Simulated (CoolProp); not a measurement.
Chlorine at 298.15 K and 0.141 MPa is compressed adiabatically to 0.375 MPa with isentropic efficiency 0.85. Each further row changes one setting.

Model: reference Helmholtz-energy equation of state, Thol 2021, in CoolProp.

| case | work (kJ/kg) | final temperature (K) | final density (kg/m³) |
|---|---|---|---|
| as stated | 44.5 | 391.1 | 8.34 |
| efficiency 1 | 37.9 | 378.1 | 8.65 |
| efficiency 0.65 | 58.3 | 417.8 | 7.78 |
